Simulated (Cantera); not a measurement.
Thermodynamics of hydrogen reduction and annealing atmospheres, feed SiO2 + H2 + H2O

Input: 1 mol SiO2, 1.8 mol H2, 1.5 mol H2O, at 602 °C and 0.133 bar.

Equilibrium computed with Cantera from the NASA thermochemical tables; the gas is ideal and each condensed phase is pure. Candidate condensed phases: H2O, Si, SiO2; 18 gas species. The numbers say what is thermodynamically allowed, not how fast it happens.

| Quantity | Value |
|---|---|
| x(H2) | 0.545 |
| x(H2O) | 0.455 |
| n(SiO2(β-quartz)) | 1.00 mol |
| gas amount | 3.300 mol |
| log10 activity of Si(s) (absent) | -20.93 |
